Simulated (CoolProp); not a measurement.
Vapour pressure (MPa) of chlorine: the reference equation beside estimates from Tc = 416.9 K, pc = 7.642 MPa, ω = 0.070.

The numbers come from the reference Helmholtz-energy equation of state, Thol 2021 in CoolProp.

```json
[
 {"T (K)": "303.7", "reference": "0.8991", "Lee-Kesler": "0.8956", "Soave-Redlich-Kwong": "0.8971", "Peng-Robinson": "0.8953"},
 {"T (K)": "309.4", "reference": "1.040", "Lee-Kesler": "1.034", "Soave-Redlich-Kwong": "1.037", "Peng-Robinson": "1.034"},
 {"T (K)": "315.1", "reference": "1.197", "Lee-Kesler": "1.188", "Soave-Redlich-Kwong": "1.193", "Peng-Robinson": "1.187"},
 {"T (K)": "320.8", "reference": "1.369", "Lee-Kesler": "1.357", "Soave-Redlich-Kwong": "1.364", "Peng-Robinson": "1.356"},
 {"T (K)": "326.5", "reference": "1.559", "Lee-Kesler": "1.543", "Soave-Redlich-Kwong": "1.553", "Peng-Robinson": "1.543"},
 {"T (K)": "332.2", "reference": "1.768", "Lee-Kesler": "1.747", "Soave-Redlich-Kwong": "1.761", "Peng-Robinson": "1.748"},
 {"T (K)": "337.9", "reference": "1.995", "Lee-Kesler": "1.970", "Soave-Redlich-Kwong": "1.987", "Peng-Robinson": "1.971"},
 {"T (K)": "343.6", "reference": "2.242", "Lee-Kesler": "2.212", "Soave-Redlich-Kwong": "2.234", "Peng-Robinson": "2.215"},
 {"T (K)": "349.3", "reference": "2.510", "Lee-Kesler": "2.474", "Soave-Redlich-Kwong": "2.502", "Peng-Robinson": "2.481"},
 {"T (K)": "355", "reference": "2.800", "Lee-Kesler": "2.759", "Soave-Redlich-Kwong": "2.793", "Peng-Robinson": "2.768"},
 {"T (K)": "360.7", "reference": "3.112", "Lee-Kesler": "3.066", "Soave-Redlich-Kwong": "3.106", "Peng-Robinson": "3.079"},
 {"T (K)": "366.4", "reference": "3.448", "Lee-Kesler": "3.398", "Soave-Redlich-Kwong": "3.444", "Peng-Robinson": "3.415"},
 {"T (K)": "372.1", "reference": "3.809", "Lee-Kesler": "3.754", "Soave-Redlich-Kwong": "3.806", "Peng-Robinson": "3.776"},
 {"T (K)": "377.8", "reference": "4.195", "Lee-Kesler": "4.138", "Soave-Redlich-Kwong": "4.195", "Peng-Robinson": "4.164"}
]
```

Absolute difference from the reference over all 14 rows, mean and median: Lee-Kesler 1.1 and 1.3 %, Soave-Redlich-Kwong 0.3 and 0.3 %, Peng-Robinson 0.9 and 1.0 %.
